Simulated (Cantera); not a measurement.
Standard-state values (1 bar) from the NASA 1993 polynomials, evaluated with Cantera. Values are per mole of reaction as written; species without (g) are pure solids or liquids, kept so even where they would boil at 1 bar.

CO2(g) + Ca(g) = CaO + CO(g)

```csv
T (K),ΔH° (kJ),ΔS° (J/K),ΔG° (kJ),log10 K
2275,-504.7,-106.7,-261.9,6.01
2325,-504.0,-106.4,-256.6,5.76
2375,-503.3,-106.1,-251.3,5.53
2425,___,___,___,___
2475,-501.9,-105.6,-240.7,5.08
2525,-501.2,-105.3,-235.4,4.87
2575,___,___,___,___
2625,-499.8,-104.7,-224.9,4.48
```

Q: Some entries are withheld; supply them.

A: 
- 2425, ΔH° (kJ): -502.6
- 2425, ΔS° (J/K): -105.8
- 2425, ΔG° (kJ): -246.0
- 2425, log10 K: 5.30
- 2575, ΔH° (kJ): -500.5
- 2575, ΔS° (J/K): -105.0
- 2575, ΔG° (kJ): -230.2
- 2575, log10 K: 4.67
